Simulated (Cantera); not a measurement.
Feed: 1 mol Al2O3, 29 mol H2, held at 1 atm.

Cantera equilibrium calculation (NASA polynomials, part measured and part estimated; ideal gas, pure solids and liquids). Candidate condensed phases: Al, Al2O3, H2O; 19 gas species. Rates play no part. All values below are at 2000 K.

Base state: H2 0.998, H 0.00161, H2O 0.000105, Al 3.59e-5, Al2O 1.65e-5, AlH 1.01e-5 (mole fractions); condensed: Al2O3(s).

Question: What changes in the equilibrium state with this change: Al2O3 replaced by SiO2?

Answer: 
```tsv
species	before	after
H2	0.998	0.982
SiO	0	0.00835
H2O	0.000105	0.00835
Al	3.59e-5	0
Al2O	1.65e-5	0
AlH	1.01e-5	0
H	0.00161	0.00160
Al2O3(s), mol	0.999	0
SiO2(l), mol	0	0.755
```
The tables hold silica as quartz up to 1696 K and as liquid above; real silica turns to tridymite and cristobalite and melts near 1996 K. Further candidate phases: Si, SiO2.

Question: What changes in the equilibrium state with this change: Al2O3 replaced by TiO2?

Answer: 
| species | before | after |
|---|---|---|
| H2 | 0.998 | 0.987 |
| H2O | 0.000105 | 0.0115 |
| H | 0.00161 | 0.00160 |
| Al | 3.59e-5 | 0 |
| Al2O | 1.65e-5 | 0 |
| AlH | 1.01e-5 | 0 |
| Al2O3(s), mol | 0.999 | 0 |
| Ti3O5(s), mol | 0 | 0.333 |
Further candidate phases: Ti, TiO, TiO2, Ti2O3, Ti3O5, Ti4O7.
